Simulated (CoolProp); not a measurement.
Saturation properties of hydrogen sulfide.

The numbers come from the reference Helmholtz-energy equation of state, Lemmon 2006 in CoolProp. It is a short technical equation, of lower accuracy than the large ones.

| T (°C) | p (bar) | liquid density (kg/m³) | enthalpy of vaporisation (kJ/kg) | liquid cp (kJ/(kg K)) | surface tension (mN/m) | liquid viscosity (µPa s) |
|---|---|---|---|---|---|---|
| -77.05 | … | 978.1 | 565.6 | 2.008 | 31.9 | 417 |
| -72.35 | 0.5274 | 970.1 | 560.3 | 2.002 | 30.9 | … |
| -67.55 | … | 961.8 | 554.8 | 1.999 | 29.9 | 335 |
| -62.75 | 0.8932 | 953.5 | 549.3 | 1.996 | 28.8 | 307 |
| -58.05 | 1.134 | … | 543.8 | 1.995 | 27.8 | 284 |
| -53.25 | 1.430 | 936.7 | 538.0 | 1.995 | 26.8 | 266 |
| -48.45 | 1.783 | 928.1 | 532.1 | 1.996 | 25.8 | 250 |
| -43.65 | 2.201 | 919.4 | 526.1 | 1.998 | 24.8 | … |
| -38.95 | 2.680 | … | 520.1 | 2.002 | 23.8 | 224 |
| -34.15 | 3.248 | 901.7 | 513.8 | 2.007 | 22.8 | 213 |
| -29.35 | 3.903 | 892.6 | 507.4 | … | 21.9 | 203 |
| -24.65 | 4.638 | 883.5 | 500.8 | 2.023 | 20.9 | 194 |

Question: Some entries are withheld; supply them.

Answer: 
- -77.05, p (bar): 0.3988
- -72.35, liquid viscosity (µPa s): 371
- -67.55, p (bar): 0.6911
- -58.05, liquid density (kg/m³): 945.2
- -43.65, liquid viscosity (µPa s): 236
- -38.95, liquid density (kg/m³): 910.7
- -29.35, liquid cp (kJ/(kg K)): 2.014

It boils at -60.3 °C under 1 atm.

Viscosity comes from a separate model (Quiñones-Cisneros 2012). Surface tension comes from a separate correlation (Mulero 2012).
